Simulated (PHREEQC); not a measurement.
A column of 0.2 m (30 cells, dispersivity 0.016 m, 3600 s a shift, diffusion coefficient 3e-10 m²/s) holds 0.18 eq of the database's cation exchanger X per kg of pore water, first in equilibrium with 0.00038 mol CdCl2, 0.001 mol MnCl2 and 1e-05 mol HCl per kg of water. It is flushed with 0.043 mol CaCl2 and 1e-05 mol HCl per kg of water, at 40 °C. Values are for the last cell. CO2 from the air is kept out. Precipitation was switched off in this run.

The series has 31 steps of pore volumes, from 0 to 7.017.

All values are PHREEQC results (ion-association model, phreeqc.dat), not measurements.

Question: After how many pore volumes does Ca at the outlet first reach half of its feed value?

Answer: By 3.0 pore volumes.

Away from 25 °C the constants follow the database's enthalpies or fits; those with neither stay at their 25 °C values.
